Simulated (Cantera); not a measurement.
A closed system holds: 1 mol BN, 12 mol Cl2, 2 mol H2, at 1648.15 K.

Method: chemical equilibrium by Gibbs-energy minimisation in Cantera with the NASA 1993 tables (ideal gas, pure condensed phases). Candidate condensed phases: B, BN, NH4Cl; 21 gas species. The numbers say what is thermodynamically allowed, not how fast it happens.

Q: At 0.240 bar, list the 4 most abundant gas species with their mole fractions, and the condensed phases.

A: Cl2 0.448, HCl 0.257, Cl 0.198, BCl3 0.0644. Condensed: gas only.
